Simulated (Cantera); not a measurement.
# Equilibrium for silicon oxide and oxynitride deposition: SiH₄ + O₃ + H₂

A closed system holds: 1 mol SiH₄, 3.9 mol O₃, 1.1 mol H₂, held at 10.0 mbar.

These are equilibrium values from Cantera (NASA tables, ideal gas, pure condensed phases), not measurements of a reactor. Candidate condensed phases: H₂O, Si, SiO₂; 18 gas species. The tables hold silica as quartz up to 1696 K and as liquid above; real silica turns to tridymite and cristobalite and melts near 1996 K. Equilibrium is a limit: real reactors are often held back by kinetics, nucleation or transport.

From 898 K to 1648 K the condensed part is SiO₂(β-quartz). At 1798 K the condensed part is SiO₂(condensed).

```tsv
T (K)	x O₂	x H₂O	x OH	x O	x H₂	n SiO₂(β-quartz)	n SiO₂(condensed)
898	0.516	0.484	1.09e-7	3.59e-11	2.00e-11	1.00	0
1048	0.516	0.484	2.45e-6	4.54e-9	2.31e-9	1.00	0
1198	0.516	0.484	2.54e-5	1.72e-7	8.22e-8	1.00	0
1348	0.516	0.484	0.000156	2.93e-6	1.33e-6	1.00	0
1498	0.515	0.484	0.000669	2.83e-5	1.24e-5	1.00	0
1648	0.515	0.483	0.00220	0.000182	7.73e-5	1.00	0
1798	0.513	0.480	0.00590	0.000855	0.000354	0	1.000
```
x: gas mole fraction; n: condensed amount in mol.
